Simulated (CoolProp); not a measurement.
Vapour-liquid equilibrium of methane (1) + ethylene (2) at 132.9 K; x and y are mole fractions of (1).

Computed with CoolProp (multi-fluid Helmholtz-energy mixture model, Setzmann 1991 and Smukala 2000; pair parameters Bell 2016).

Q: Give the bubble pressure and the first vapour's composition at x = 0.25, 0.45, 0.75. Is there an azeotrope?

A: x = 0.25: 0.1570 MPa, y = 0.968; x = 0.45: 0.2423 MPa, y = 0.983; x = 0.75: 0.3401 MPa, y = 0.992. No azeotrope shows between x = 0.05 and 0.95.

Pair parameters are fitted to limited data, so mixtures are less certain than the pure fluids.
